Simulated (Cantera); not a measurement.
Input (Python, Cantera) and output of one run.

```python
import numpy as np
import cantera as ct

gas_names = """
    B BH BH2 BH3 BN BO BO2 B2 B2O B2O2 B2O3 B3O3H3 H HBO HBO2 HNO HNO2 HNO3 HO2 H2 H2O H2O2 H3B3O6 N NH
    NH2 NH3 NH2OH NO NO2 NO3 N2 N2H2 N2H4 N2O O OH O2 O3
""".split()
cond_names = """
    B(b) B(L) BN(s) B2O3(L) B3O3H3(cr) H2O(s) H2O(L)
""".split()


def load(file, names, dense=False):
    # The tables refer to 1 bar. Condensed volumes are neglected.
    table = {s.name: s for s in ct.Species.list_from_file(file)}
    out = []
    for n in names:
        d = dict(table[n].input_data)
        d["thermo"] = dict(d["thermo"], **{"reference-pressure": 1e5})
        if dense:
            d["equation-of-state"] = {"model": "constant-volume", "density": "1e6 g/cm^3"}
        out.append(ct.Species.from_dict(d))
    return out


gas = ct.Solution(thermo="ideal-gas", species=load("nasa_gas.yaml", gas_names))
cond = {s.name: ct.Solution(thermo="fixed-stoichiometry", species=[s], name=s.name)
        for s in load("nasa_condensed.yaml", cond_names, dense=True)}
atoms = {
    'BN': {'B': 1, 'N': 1},
    'H2O': {'H': 2, 'O': 1},
}
top_T = {'BN(s)': 3200}  # K; cautious upper limits of use, not melting points


def equilibrate(T, P, feed):
    n = {}
    for name, mol in feed.items():
        for a, k in atoms[name].items():
            n[a] = n.get(a, 0.0) + k * mol
    gas.TPX = T, P, n
    mass = sum(n.values()) * gas.mean_molecular_weight
    gas.equilibrate("TP")
    valid = [c for c in cond.values() if c.min_temp <= T <= top_T.get(c.name, c.max_temp)]
    mix = ct.Mixture([(gas, mass / gas.mean_molecular_weight)] + [(c, 0.0) for c in valid])
    mix.T, mix.P = T, P
    mix.equilibrate("TP", solver="vcs", rtol=1e-11, max_steps=5000)
    return mix


results = []
feed = {'BN': 1, 'H2O': 0.21}  # mol
T = 1848.15  # K
for P in [1, 10, 100, 1000, 10000, 100000]:
    mix = equilibrate(T, P, feed)
    results.append((T, P, feed, dict(zip(mix.species_names, mix.species_moles))))

top = {s: max(r[3][s] / sum(r[3][g] for g in gas_names) for r in results) for s in gas_names}
cols = sorted((s for s in top if top[s] > 0.0001), key=lambda s: -top[s])[:9]
seen = [c for c in cond_names if any(r[3].get(c, 0) > 1e-12 for r in results)]
print("log10 of partial pressures in bar; condensed amounts in mol")
print(f"{'P/Pa':>10s}" + "".join(f"{s[:9]:>10s}" for s in cols + seen))
for T, P, feed, n in results:
    ng = sum(n[g] for g in gas_names)
    print(f"{P:10.4g}" + "".join(f"{np.log10(max(n[s] / ng * P / 1e5, 1e-99)):10.3f}" for s in cols)
          + "".join(f"{n.get(c, 0):10.4g}" for c in seen))
```

Output:

```
log10 of partial pressures in bar; condensed amounts in mol
      P/Pa        H2        N2        BO      B2O2       HBO      B2O3         H      HBO2       H2O      B(b)     BN(s)   B2O3(L)
         1    -5.750    -5.269    -5.763    -6.889    -6.591    -9.939    -6.150   -10.508   -12.170    0.7876         0         0
        10    -4.414    -4.644    -4.823    -5.010    -4.983    -6.944    -5.482    -7.785    -9.718         0    0.7901         0
       100    -3.372    -3.625    -4.264    -3.892    -3.903    -4.757    -4.961    -5.636    -7.608         0    0.7984         0
      1000    -2.317    -2.650    -3.872    -3.109    -2.984    -3.095    -4.433    -3.838    -5.674         0    0.8268         0
     1e+04    -1.216    -1.647    -3.735    -2.834    -2.296    -2.182    -3.883    -2.511    -3.934         0    0.8548   0.03327
     1e+05    -0.144    -0.613    -3.908    -3.179    -1.933    -2.182    -3.347    -1.803    -2.518         0    0.8608   0.06358
```

Cantera equilibrium calculation (NASA polynomials, part measured and part estimated; ideal gas, pure solids and liquids). Mutual solubility and eutectic melting of coexisting phases are not modelled. The tables' values for BH2 are old estimates; treat these amounts as uncertain.
